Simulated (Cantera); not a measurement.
A freely propagating, adiabatic, planar premixed flame of CH4 : CO : O2 : N2 = 1 : 0.037 : 1.55 : 6.83 (molar parts), equivalence ratio 1.3, unburnt at 600 K and 825 Torr; mixture-averaged transport, grid criteria slope 0.08 and curve 0.16, no radiation.

Model: GRI-Mech 3.0 (53 species, 325 reactions), integrated in Cantera. Burning velocities carry a grid error of a few per cent, more on coarse grids.

x: mole fraction of selected species; z is measured from the peak of heat release.

```csv
z (mm),T (K),u (m/s),x CH4,x CO,x O2,x O,x H,x CO2
-1.33,601,0.709,0.106,0.00393,0.164,<1e-8,<1e-8,7.02e-7
-0.885,605,0.718,0.105,0.00401,0.163,<1e-8,<1e-8,9.65e-6
-0.664,624,0.744,0.103,0.00446,0.161,<1e-8,<1e-8,6.70e-5
-0.442,726,0.874,0.0949,0.00748,0.153,7.28e-8,[?],0.000630
-0.221,1144,1.40,0.0634,0.0243,0.115,7.91e-6,[?],0.00530
-0.111,1510,1.87,0.0341,0.0432,0.0757,6.38e-5,[?],0.0121
0,1835,2.29,0.00895,0.0620,0.0340,0.000268,[?],0.0222
0.111,1984,2.48,0.00102,0.0666,0.0110,0.000483,[?],0.0323
0.221,2023,2.53,8.03e-5,0.0629,0.00361,0.000523,0.00690,0.0395
0.442,2045,2.54,6.87e-7,0.0579,0.000994,0.000438,0.00703,0.0458
0.885,2064,2.56,<1e-8,0.0561,0.000562,0.000307,[?],0.0480
1.77,2087,2.59,<1e-8,0.0562,0.000323,0.000177,[?],0.0480
3.54,2107,2.61,<1e-8,0.0564,0.000146,7.92e-5,[?],0.0479
```

Question: Some entries are withheld; supply them.

Answer: 
- -0.442, x H: 8.37e-7
- -0.221, x H: 6.41e-5
- -0.111, x H: 0.000514
- 0, x H: 0.00255
- 0.111, x H: 0.00543
- 0.885, x H: 0.00595
- 1.77, x H: 0.00443
- 3.54, x H: 0.00292
